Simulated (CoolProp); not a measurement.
Properties of acetone along the isobar 19.4 bar.

The numbers come from the reference Helmholtz-energy equation of state, Lemmon 2006 in CoolProp. It is a short technical equation, of lower accuracy than the large ones.

```
T (°C)   phase        Z  cv (kJ/(kg K))  speed of sound (m/s)  Joule-Thomson coefficient (K/MPa)  isothermal compressibility (1/MPa)
------  ------  -------  --------------  --------------------  ---------------------------------  ----------------------------------
93.65   liquid  0.05238           1.682                 870.4                            -0.1970                            0.002617
114.05  liquid  0.05163           1.727                     …                            -0.1208                            0.003434
134.35  liquid  0.05132               …                 685.3                           -0.01404                            0.004707
154.75  liquid  0.05157           1.827                 587.0                             0.1503                            0.006935
175.05  liquid  0.05268           1.885                     …                             0.4411                             0.01159
195.45     gas   0.7365           1.900                     …                              19.30                                   …
215.75     gas   0.7865           1.874                     …                              15.57                              0.6805
236.15     gas   0.8223           1.878                 239.7                              12.95                              0.6399
256.45     gas   0.8493               …                 250.5                              11.02                              0.6140
276.85     gas   0.8707           1.925                 260.2                              9.513                              0.5959
```

Question: Complete the blanks.

Answer: 
- 114.05, speed of sound (m/s): 778.7
- 134.35, cv (kJ/(kg K)): 1.775
- 175.05, speed of sound (m/s): 480.1
- 195.45, speed of sound (m/s): 211.1
- 195.45, isothermal compressibility (1/MPa): 0.7540
- 215.75, speed of sound (m/s): 226.9
- 256.45, cv (kJ/(kg K)): 1.897
